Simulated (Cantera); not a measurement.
Input (Python, Cantera) and output of one run.

```python
import numpy as np
import cantera as ct

gas_names = """
    CL CL2 N N2 Ti TiCL TiCL2 TiCL3 TiCL4
""".split()
cond_names = """
    Ti(a) Ti(b) Ti(L) TiCL2(s) TiCL3(s) TiCL4(L) TiN(s) TiN(L)
""".split()


# ... load() reads the species with a 1 bar reference pressure and builds the phases ...
atoms = {
    'TiN': {'Ti': 1, 'N': 1},
    'Cl2': {'CL': 2},
}
top_T = {'TiCL2(s)': 1300, 'TiCL3(s)': 1000}  # K; cautious upper limits of use, not melting points


# ... equilibrate(T, P, feed) seeds the gas with the atoms and calls Mixture.equilibrate('TP', solver="vcs", rtol=1e-11, max_steps=5000) ...
results = []
feed = {'TiN': 1, 'Cl2': 2.1}  # mol
P = 133.322  # Pa
for T in [798, 898, 998, 1098, 1198, 1298, 1398, 1498, 1598]:
    mix = equilibrate(T, P, feed)
    results.append((T, P, feed, dict(zip(mix.species_names, mix.species_moles))))

top = {s: max(r[3][s] / sum(r[3][g] for g in gas_names) for r in results) for s in gas_names}
cols = sorted((s for s in top if top[s] > 1e-05), key=lambda s: -top[s])[:6]
seen = [c for c in cond_names if any(r[3].get(c, 0) > 1e-12 for r in results)]
print("log10 of partial pressures in bar; condensed amounts in mol")
print(f"{'T/K':>10s}" + "".join(f"{s[:9]:>10s}" for s in cols + seen))
for T, P, feed, n in results:
    ng = sum(n[g] for g in gas_names)
    print(f"{T:10.4g}" + "".join(f"{np.log10(max(n[s] / ng * P / 1e5, 1e-99)):10.3f}" for s in cols)
          + "".join(f"{n.get(c, 0):10.4g}" for c in seen))
```

Output:

```
log10 of partial pressures in bar; condensed amounts in mol
       T/K     TiCL4        N2        CL       CL2     TiCL3     TiCL2
       798    -3.079    -3.380    -7.089    -4.079   -11.929   -25.878
       898    -3.079    -3.380    -6.188    -4.081   -10.310   -22.069
       998    -3.080    -3.381    -5.468    -4.089    -9.014   -19.021
      1098    -3.081    -3.382    -4.889    -4.117    -7.946   -16.512
      1198    -3.085    -3.386    -4.432    -4.196    -7.033   -14.371
      1298    -3.093    -3.393    -4.104    -4.379    -6.206   -12.450
      1398    -3.103    -3.402    -3.908    -4.710    -5.416   -10.636
      1498    -3.121    -3.411    -3.795    -5.111    -4.685    -8.963
      1598    -3.177    -3.431    -3.664    -5.399    -4.116    -7.601
```

These are equilibrium values from Cantera (NASA tables, ideal gas, pure condensed phases), not measurements of a reactor. The tables' values for TiCl2 are old estimates; treat these amounts as uncertain.
